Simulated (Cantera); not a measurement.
Gas mixture: H₂O : C₂H₆ : CO : NH₃ = 0.12 : 0.47 : 0.062 : 0.61 (molar parts), at 0.987 atm, frozen composition.

Cantera's kinetic-theory transport with the Lennard-Jones parameters of GRI-Mech 3.0, ideal gas; thermal conductivity in the multicomponent form. Polar gases are described roughly by these parameters. The composition is frozen, though it would react at the higher temperatures.

One state of this run: ρ (kg/m³) = 0.319; cp (J/kg/K) = 3213; μ (µPa s) = 26.7; λ (mW/m/K) = 114; Pr = 0.750; D (cm²/s) OH = 1.85; D (cm²/s) H₂O = 1.37; D (cm²/s) C₂H₂ = 1.00. D: mixture-averaged diffusion coefficient of that species in the mixture.

Question: Which value of T (K) does it belong to?
A. 1000
B. 850
C. 400
D. 1450

Answer: B, 850
